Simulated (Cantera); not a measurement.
Input: 1 mol Si3N4, 1.7 mol CO2, 120 mol H2, held at 1523.15 K and 1.10 Pa.

Cantera equilibrium calculation (NASA polynomials, part measured and part estimated; ideal gas, pure solids and liquids). Candidate condensed phases: C, C6H6, C7H8, C8H18, H2O, Si, SiC, SiO2, Si2N2O, Si3N4; 151 gas species. Equilibrium is a limit: real reactors are often held back by kinetics, nucleation or transport.

Base state: H2 0.950, SiO 0.0185, N2 0.0159, CO 0.00855, H 0.00680, Si 0.000415 (mole fractions); condensed: SiC(s).

Question: What changes in the equilibrium state with this change: pressure from 1.10 Pa to 440 Pa?

Answer: 
| species | before | after |
|---|---|---|
| H2 | 0.950 | 0.973 |
| CO | 0.00855 | 0.0128 |
| N2 | 0.0159 | 0.00768 |
| SiO | 0.0185 | 0.00626 |
| Si | 0.000415 | 4.94e-7 |
| H | 0.00680 | 0.000344 |
| SiC(s), mol | 0.623 | 0.123 |
| Si2N2O(s), mol | 0 | 1.05 |
Mutual solubility and eutectic melting of coexisting phases are not modelled.
